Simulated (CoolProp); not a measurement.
Properties of sulfur hexafluoride along the isotherm -44.55 °C.

Model: reference Helmholtz-energy equation of state, Guder 2009, in CoolProp.

```
p (bar)   phase  conductivity (mW/(m K))  Prandtl number
-------  ------  -----------------------  --------------
1.19        gas                     7.96           0.829
2.7         gas                     7.98               ?
6.15     liquid                     75.3            4.33
14       liquid                     75.8               ?
31.9     liquid                        ?               ?
```

### Question
Some entries are withheld; supply them.

### Answer

- 2.7, Prandtl number: 0.879
- 14, Prandtl number: 4.34
- 31.9, conductivity (mW/(m K)): 76.8
- 31.9, Prandtl number: 4.38

Viscosity comes from a separate model (Quiñones-Cisneros 2012). Thermal conductivity comes from a separate model (Assael 2012).
